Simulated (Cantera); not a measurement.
An adiabatic, constant-pressure homogeneous reactor starts with H2 : O2 : N2 = 1 : 3.8 : 12.9 (molar parts), equivalence ratio 0.13, at 1648 K and 2.27 atm.

Computed with Cantera and the H2/O2 subset of GRI-Mech 3.0, which has no nitrogen chemistry. The hydrogen kinetics of GRI-Mech 3.0 are dated; newer H2 mechanisms differ, most at raised pressure.

x: mole fraction; the columns are a selection and need not sum to one.

```json
[
 {"t (s)": "1.00e-6", "T (K)": "1648", "x H2": "0.0565", "x O2": "0.215", "x H2O": "1.74e-6", "x OH": "1.08e-6", "x H2O2": "4.89e-9", "x HO2": "___"},
 {"t (s)": "3.98e-6", "T (K)": "1649", "x H2": "0.0537", "x O2": "0.213", "x H2O": "0.00187", "x OH": "0.000779", "x H2O2": "2.83e-7", "x HO2": "___"},
 {"t (s)": "1.59e-5", "T (K)": "1861", "x H2": "0.00172", "x O2": "0.182", "x H2O": "0.0497", "x OH": "0.00826", "x H2O2": "6.30e-7", "x HO2": "___"},
 {"t (s)": "6.32e-5", "T (K)": "1995", "x H2": "0.000394", "x O2": "0.189", "x H2O": "0.0550", "x OH": "0.00476", "x H2O2": "2.09e-7", "x HO2": "___"},
 {"t (s)": "0.000252", "T (K)": "2031", "x H2": "5.98e-5", "x O2": "0.191", "x H2O": "0.0570", "x OH": "0.00196", "x H2O2": "8.69e-8", "x HO2": "2.99e-6"},
 {"t (s)": "0.00100", "T (K)": "2035", "x H2": "3.26e-5", "x O2": "0.191", "x H2O": "0.0573", "x OH": "0.00146", "x H2O2": "7.91e-8", "x HO2": "2.83e-6"},
 {"t (s)": "0.00399", "T (K)": "2035", "x H2": "3.25e-5", "x O2": "0.191", "x H2O": "0.0573", "x OH": "0.00146", "x H2O2": "7.91e-8", "x HO2": "2.83e-6"},
 {"t (s)": "0.0159", "T (K)": "2035", "x H2": "3.25e-5", "x O2": "0.191", "x H2O": "0.0573", "x OH": "0.00146", "x H2O2": "7.91e-8", "x HO2": "2.83e-6"},
 {"t (s)": "0.0633", "T (K)": "2035", "x H2": "3.25e-5", "x O2": "0.191", "x H2O": "0.0573", "x OH": "0.00146", "x H2O2": "7.91e-8", "x HO2": "2.83e-6"},
 {"t (s)": "0.252", "T (K)": "2035", "x H2": "3.25e-5", "x O2": "0.191", "x H2O": "0.0573", "x OH": "0.00146", "x H2O2": "7.91e-8", "x HO2": "2.83e-6"},
 {"t (s)": "1.00", "T (K)": "2035", "x H2": "3.25e-5", "x O2": "0.191", "x H2O": "0.0573", "x OH": "0.00146", "x H2O2": "7.91e-8", "x HO2": "2.83e-6"},
 {"t (s)": "4.00", "T (K)": "2035", "x H2": "3.25e-5", "x O2": "0.191", "x H2O": "0.0573", "x OH": "0.00146", "x H2O2": "7.91e-8", "x HO2": "2.83e-6"}
]
```

Task: What belongs in the gaps?

Result: 
- 1.00e-6, x HO2: 9.67e-7
- 3.98e-6, x HO2: 4.54e-5
- 1.59e-5, x HO2: 3.52e-5
- 6.32e-5, x HO2: 8.81e-6
